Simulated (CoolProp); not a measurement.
The fluid at 298.15 K and 0.169 MPa expands adiabatically to 0.102 MPa with isentropic efficiency 0.9. The same conditions are run with several fluids, on thermodynamics alone (safety and materials aside).

Values from CoolProp's reference Helmholtz-energy equation of state of each fluid (n-perfluorobutane: Gao 2022; CF4 (R14): Platzer 1990; R143a: Lemmon and Jacobsen 2000; dry air: Lemmon 2000; isobutane: Bücker 2006). The equations of Platzer and Polt are older, rougher fits. Blends and air are pseudo-pure fits.

Task: Rank n-perfluorobutane, CF4 (R14), R143a, dry air, isobutane by work (kJ/kg), highest first.

Result: dry air (36.2), isobutane (18.2), R143a (12.7), CF4 (R14) (12.3), n-perfluorobutane (4.46)

```json
[
 {"fluid": "n-perfluorobutane", "final temperature (K)": "292.0", "final density (kg/m³)": "10.4"},
 {"fluid": "CF4 (R14)", "final temperature (K)": "279.8", "final density (kg/m³)": "3.88"},
 {"fluid": "R143a", "final temperature (K)": "283.2", "final density (kg/m³)": "3.72"},
 {"fluid": "dry air", "final temperature (K)": "262.0", "final density (kg/m³)": "1.36"},
 {"fluid": "isobutane", "final temperature (K)": "285.7", "final density (kg/m³)": "2.57"}
]
```
